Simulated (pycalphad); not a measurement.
CALPHAD calculation (pycalphad, COST 507 light-alloy database (1999)), 1 atm. No gas phase is included, though pure Mn would boil below 2327 °C. These are 1990s assessments: newer ones move some temperatures and phases. The system is extrapolated from its subsystems; higher-order compounds may be missing. Kinetics are ignored, which matters at the lower temperatures.

How does the equilibrium phase assembly of Ti-2.14Si-0.42Mn (at.%) change on cooling from 2327 °C to 227 °C?


```
T (°C)       phases above              phases below
------  -----------------  ------------------------
1624.6             liquid              bcc + liquid
1438.6       bcc + liquid                       bcc
1000.3                bcc               bcc + SITI3
856.8         bcc + SITI3         bcc + hcp + SITI3
554.0   bcc + hcp + SITI3  ALPHA_TIMN + hcp + SITI3
```
Changes were sought between steps of 50 K, so a narrower field can be missed.

Database names, with the compositions (at.%) that they take in these runs: SITI3: Ti 75 Si 25; ALPHA_TIMN: Ti 50 Mn 50.
